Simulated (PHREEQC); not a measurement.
Make-up at 80 °C: 0.00087 mol H2S, 0.00028 mol HCl and 0.0121 mol ZnCl2 per kg of water. Closed to the air; pH follows from the charge balance.

Model: ion-association model, phreeqc.dat, run in PHREEQC.

Task: The ionic strength comes out as 0.0318 mol/kgw. What activity coefficients do Cl-, ZnCl+, Zn+2, ZnCl3-, H+ get?

Result: Cl- 0.83, ZnCl+ 0.83, Zn+2 0.49, ZnCl3- 0.83, H+ 0.86.

No solid was allowed to form. The solution is supersaturated, for example in Sphalerite (slow to form), so a real one may precipitate; this is no full list. Away from 25 °C the constants follow the database's enthalpies or fits; those with neither stay at their 25 °C values.
